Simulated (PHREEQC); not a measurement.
Make-up at 25 °C: 21 mmol/kgw ZnSO4 and 3.4 mmol/kgw MnSO4. It is in equilibrium with CO2 at log p = -2 (atm). Otherwise closed; pH follows from the charge balance.

The numbers come from PHREEQC with the ion-association model, phreeqc.dat.

```yaml
pH: 4.88
ionic_strength: 0.0587 mol/kgw
density: 1.001 g/cm³
```

```csv
species,molality,activity,log γ
SO4-2,0.0138,0.00607,-0.356
Zn+2,0.0124,0.00549,-0.354
ZnSO4,0.00771,0.00782,0.006
Mn+2,0.00228,0.00105,-0.335
MnSO4,0.00112,0.00114,0.006
Zn(SO4)2-2,0.000888,0.000386,-0.362
CO2,0.000336,0.000340,0.006
H+,1.57e-5,1.33e-5,-0.072
HCO3-,1.38e-5,1.13e-5,-0.086
HSO4-,9.70e-6,7.87e-6,-0.090
ZnHCO3+,9.65e-6,7.84e-6,-0.090
MnHCO3+,1.30e-6,1.06e-6,-0.088
ZnOH+,5.55e-7,4.51e-7,-0.090
ZnCO3,4.31e-8,4.37e-8,0.006
MnCO3,3.29e-9,3.34e-9,0.006
MnOH+,2.49e-9,2.03e-9,-0.088
```

Precipitation was switched off in this run.
